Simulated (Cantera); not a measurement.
What does this Cantera script print?

```python
import numpy as np
import cantera as ct

gas_names = """
    Cu CuF CuF2 Cu2 F F2 H HF H2 H2F2 H3F3 H4F4 H5F5 H6F6 H7F7
""".split()
cond_names = """
    Cu(cr) Cu(L) CuF2(s) CuF2(L)
""".split()


def load(file, names, dense=False):
    # The tables refer to 1 bar. Condensed volumes are neglected.
    table = {s.name: s for s in ct.Species.list_from_file(file)}
    out = []
    for n in names:
        d = dict(table[n].input_data)
        d["thermo"] = dict(d["thermo"], **{"reference-pressure": 1e5})
        if dense:
            d["equation-of-state"] = {"model": "constant-volume", "density": "1e6 g/cm^3"}
        out.append(ct.Species.from_dict(d))
    return out


gas = ct.Solution(thermo="ideal-gas", species=load("nasa_gas.yaml", gas_names))
cond = {s.name: ct.Solution(thermo="fixed-stoichiometry", species=[s], name=s.name)
        for s in load("nasa_condensed.yaml", cond_names, dense=True)}
atoms = {
    'Cu': {'Cu': 1},
    'HF': {'H': 1, 'F': 1},
    'H2': {'H': 2},
}
top_T = {}  # K; cautious upper limits of use, not melting points


def equilibrate(T, P, feed):
    n = {}
    for name, mol in feed.items():
        for a, k in atoms[name].items():
            n[a] = n.get(a, 0.0) + k * mol
    gas.TPX = T, P, n
    mass = sum(n.values()) * gas.mean_molecular_weight
    gas.equilibrate("TP")
    valid = [c for c in cond.values() if c.min_temp <= T <= top_T.get(c.name, c.max_temp)]
    mix = ct.Mixture([(gas, mass / gas.mean_molecular_weight)] + [(c, 0.0) for c in valid])
    mix.T, mix.P = T, P
    mix.equilibrate("TP", solver="vcs", rtol=1e-11, max_steps=5000)
    return mix


results = []
feed = {'Cu': 1, 'HF': 17, 'H2': 1.9}  # mol
T = 675  # K
P = 4.8  # Pa
mix = equilibrate(T, P, feed)
results.append((T, P, feed, dict(zip(mix.species_names, mix.species_moles))))
print(gas.report(threshold=0.0001))
for i in range(1, mix.n_phases):
    print(f"{mix.phase(i).name:16s} {mix.phase_moles(i):12.5e} mol")
```

Result:

```
       temperature   675 K
          pressure   4.8 Pa
           density   1.5564e-05 kg/m^3
  mean mol. weight   18.198 kg/kmol
   phase of matter   gas

                          1 kg             1 kmol
                     ---------------   ---------------
          enthalpy       -1.2867e+07       -2.3415e+08  J
   internal energy       -1.3175e+07       -2.3976e+08  J
           entropy             15314        2.7869e+05  J/K
    Gibbs function       -2.3204e+07       -4.2226e+08  J
 heat capacity c_p            1610.8             29314  J/K
 heat capacity c_v            1153.9             20999  J/K

                      mass frac. Y      mole frac. X     chem. pot. / RT
                     ---------------   ---------------   ---------------
                HF           0.98886           0.89947           -80.422
                H2          0.011137           0.10053           -28.867
     [  +13 minor]        1.8614e-08        8.4657e-09

Cu(cr)            1.00000e+00 mol
CuF2(s)           0.00000e+00 mol
```

Method: chemical equilibrium by Gibbs-energy minimisation in Cantera with the NASA 1993 tables (ideal gas, pure condensed phases).
